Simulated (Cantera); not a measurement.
# Transport properties of process gases

Gas mixture: 11.6 % H₂O, 43.0 % N₂O, 45.3 % N₂, at 1.00 atm, frozen composition.

Cantera's kinetic-theory transport with the Lennard-Jones parameters of GRI-Mech 3.0, ideal gas; thermal conductivity in the multicomponent form. Polar gases are described roughly by these parameters. The composition is frozen, though it would react at the higher temperatures.

```csv
T (K),ρ (kg/m³),cp (J/kg/K),μ (µPa s),λ (mW/m/K),Pr,D (cm²/s) NH₃,D (cm²/s) CH₃,D (cm²/s) CH₄
400,1.03,1057,20.2,30.4,0.700,0.329,0.337,0.335
600,0.685,1148,27.9,45.5,0.704,0.708,0.692,0.687
800,0.514,1224,34.6,60.0,0.705,1.20,1.14,1.13
1000,0.411,1287,40.6,74.1,0.705,1.78,1.66,1.65
1200,0.343,1331,46.1,87.2,0.705,2.45,2.26,2.24
1400,0.294,1368,51.3,99.7,0.704,3.20,2.93,2.91
1600,0.257,1398,56.2,112,0.703,4.02,3.66,3.64
1800,0.228,1423,60.8,123,0.703,4.92,4.45,4.42
```
D: mixture-averaged diffusion coefficient of that species in the mixture.
